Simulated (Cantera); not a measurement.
A closed system holds: 1 mol Ta, 0.96 mol H₂O, 45 mol H₂, at 1898.15 K and 75.0 Torr.

Cantera equilibrium calculation (NASA polynomials, part measured and part estimated; ideal gas, pure solids and liquids). Candidate condensed phases: H₂O, Ta, Ta₂O₅; 12 gas species. Mutual solubility and eutectic melting of coexisting phases are not modelled. Condensed phases not in the tables: N, O or C dissolved in the metal. Rates play no part.

Base state: H₂ 0.996, H 0.00247, H₂O 0.00114 (mole fractions); condensed: Ta(s) + Ta₂O₅(s).

Problem. What changes in the equilibrium state with this change: temperature from 1898.15 K to 2548 K?

Solution. 
```tsv
species	before	after
H₂	0.996	0.894
H	0.00247	0.0925
H₂O	0.00114	0.00608
TaO₂	1.62e-6	0.00581
TaO	3.13e-7	0.00191
OH	2.31e-7	0.000138
Ta(s), mol	0.637	0.625
Ta₂O₅(s), mol	0.181	0
```

Problem. What changes in the equilibrium state with this change: temperature from 1898.15 K to 2775 K?

Solution. 
| species | before | after |
|---|---|---|
| H₂ | 0.996 | 0.778 |
| H | 0.00247 | 0.209 |
| TaO | 3.13e-7 | 0.00532 |
| O | <1e-9 | 3.58e-5 |
| TaO₂ | 1.62e-6 | 0.00503 |
| Ta(s), mol | 0.637 | 0.463 |
| Ta₂O₅(s), mol | 0.181 | 0 |

Problem. What changes in the equilibrium state with this change: temperature from 1898.15 K to 1023 K?

Solution. 
```tsv
species	before	after
H₂	0.996	1.00
H₂O	0.00114	2.97e-7
H	0.00247	1.31e-8
Ta(s), mol	0.637	0.616
Ta₂O₅(s), mol	0.181	0.192
```
